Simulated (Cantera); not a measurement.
# Oxide etching and cleaning by halides: MgO + HF + O2

Input: 1 mol MgO, a varied amount of HF, 2.8 mol O2, equilibrated at 1352 °C and 100 Torr.

Equilibrium computed with Cantera from the NASA thermochemical tables; the gas is ideal and each condensed phase is pure. Candidate condensed phases: H2O, Mg, MgF2, MgO, Mg(OH)2; 31 gas species. Mutual solubility and eutectic melting of coexisting phases are not modelled. Kinetics and transport are ignored.

```csv
n(HF) (mol),x O2,x HF,x H2O,x MgF2,x OH,x O,x H2,n MgF2(l),n MgO(s)
1.6,0.667,0.278,0.0514,0.00313,0.000338,4.35e-5,1.53e-6,0.203,0.784
2.1,0.608,0.320,0.0681,0.00313,0.000381,4.16e-5,2.12e-6,0.300,0.686
2.6,0.560,0.353,0.0831,0.00313,0.000412,3.99e-5,2.69e-6,0.401,0.584
3.1,0.519,0.381,0.0965,0.00313,0.000436,3.84e-5,3.25e-6,0.505,0.478
3.5,0.490,0.400,0.106,0.00313,0.000451,3.73e-5,3.69e-6,0.591,0.392
4,0.459,0.420,0.117,0.00313,0.000466,3.61e-5,4.21e-6,0.699,0.282
4.5,0.431,0.438,0.127,0.00313,0.000478,3.50e-5,4.71e-6,0.809,0.171
5,0.407,0.453,0.137,0.00313,0.000487,3.40e-5,5.20e-6,0.920,0.0589
5.5,0.382,0.478,0.136,0.00313,0.000479,3.30e-5,5.35e-6,0.977,0
5.9,0.362,0.505,0.129,0.00313,0.000461,3.21e-5,5.21e-6,0.976,0
6.4,0.340,0.535,0.121,0.00313,0.000439,3.11e-5,5.05e-6,0.974,0
6.9,0.321,0.561,0.114,0.00313,0.000420,3.02e-5,4.90e-6,0.973,0
```
x: gas mole fraction; n: condensed amount in mol.

From 1.6 mol HF to 5 mol HF the condensed part is MgF2(l) + MgO(s). From 5.5 mol HF to 6.9 mol HF the condensed part is MgF2(l). The main Mg-bearing gas is MgF2 throughout. The share of Mg in condensed phases is highest at 1.6 mol HF (98.7 %) and lowest at 6.9 mol HF (97.3 %).
